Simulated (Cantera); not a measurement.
Charge: 1 mol Ti(OiPr)4, 0.5 mol O2, 10 mol H2O, held at 1400 Pa.

Cantera equilibrium calculation (NASA polynomials, part measured and part estimated; ideal gas, pure solids and liquids). Candidate condensed phases: C, C6H6, C7H8, C8H18, H2O, Ti, TiC, TiO, TiO2, Ti2O3, Ti3O5, Ti4O7; 113 gas species. The feed counts by its element totals alone. The numbers say what is thermodynamically allowed, not how fast it happens. All values below are at 1302 °C.

Base state: H2 0.643, CO 0.329, H2O 0.0236, CO2 0.00417, H 0.000282 (mole fractions); condensed: TiO2(rutile).

Task: What changes in the equilibrium state with this change: pressure from 1400 Pa to 13.0 Pa?

Result: 
| species | before | after |
|---|---|---|
| H2 | 0.643 | 0.641 |
| CO | 0.329 | 0.329 |
| H2O | 0.0236 | 0.0236 |
| H | 0.000282 | 0.00292 |
| CO2 | 0.00417 | 0.00417 |
| TiO2(rutile), mol | 1.00 | 1.000 |

Task: What changes in the equilibrium state with this change: O2 from 0.5 to 0.97 mol?

Result: 
| species | before | after |
|---|---|---|
| H2 | 0.643 | 0.621 |
| CO | 0.329 | 0.325 |
| H2O | 0.0236 | 0.0456 |
| CO2 | 0.00417 | 0.00824 |
| H | 0.000282 | 0.000277 |
| TiO2(rutile), mol | 1.00 | 1.00 |
